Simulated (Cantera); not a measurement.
An isothermal, constant-pressure homogeneous reactor starts with 32.3 % C2H6, 67.7 % N2, at 1423 K and 13300 Pa.

Computed with Cantera and GRI-Mech 3.0 (53 species, 325 reactions). GRI-Mech 3.0 stops at C3 and has no aromatics, soot or wall deposition, so with more carbon than oxygen in the feed, carbon stays in small species such as C2H2 where larger ones or solid carbon would form.

Problem. Predict: x(C2H6) at 20.0 s; x(CH3) at 20.0 s; x(C2H4) at 20.0 s; x(HCN) at 20.0 s.

Solution. 
```
Item                                                Result
-----------------  ---------------------------------------
x(C2H6) at 20.0 s  7.61e-6 (gas-phase equilibrium 3.25e-6)
x(CH3) at 20.0 s   2.48e-5 (gas-phase equilibrium 1.33e-5)
x(C2H4) at 20.0 s  0.00510 (gas-phase equilibrium 0.00416)
x(HCN) at 20.0 s     1.00e-8 (gas-phase equilibrium 0.103)
```
